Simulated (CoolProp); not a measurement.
Model: reference Helmholtz-energy equation of state, de Reuck 1993, in CoolProp.

For methanol, give the phase and the Z, expansivity (1/kK), viscosity (µPa s), Prandtl number at 269.5 K and 55 bar; 309.8 K and 55 bar; 471 K and 55 bar.


- 269.5 K and 55 bar: liquid; Z 0.0962, expansivity 1.12, viscosity 886, Prandtl number 10.1
- 309.8 K and 55 bar: liquid; Z 0.0876, expansivity 1.17, viscosity 478, Prandtl number 6.19
- 471 K and 55 bar: liquid; Z 0.0796, expansivity 4.69, viscosity 88.7, Prandtl number 2.58

Viscosity comes from a separate model (Xiang 2006). Thermal conductivity comes from a separate model (Sykioti 2013).
